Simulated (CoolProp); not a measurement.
A closed Brayton cycle with carbon dioxide: compressor inlet 311.15 K and 8.6 MPa, high pressure 26.8 MPa, turbine inlet 955 K, compressor efficiency 0.8, turbine efficiency 0.9, recuperator effectiveness 0.8 (on enthalpy, no pinch check). Each further row changes one setting.

Model: reference Helmholtz-energy equation of state, Span 1996, in CoolProp.

```tsv
case	thermal efficiency (%)	net work (kJ/kg)	compressor to turbine work	compressor exit (K)	turbine exit (K)
as stated	33.8	135	0.22	365.3	806.7
turbine inlet 905 K	?	125	0.24	365.3	761.8
compressor inlet 321.15 K	32.5	115	0.34	?	806.7
high pressure 22.8 MPa	31.5	?	?	357.0	827.0
recuperator effectiveness 0.5	24.3	135	0.22	365.3	806.7
```

Task: Some entries are withheld; supply them.

Result: 
- turbine inlet 905 K, thermal efficiency (%): 33.0
- compressor inlet 321.15 K, compressor exit (K): 411.0
- high pressure 22.8 MPa, net work (kJ/kg): 119
- high pressure 22.8 MPa, compressor to turbine work: 0.21
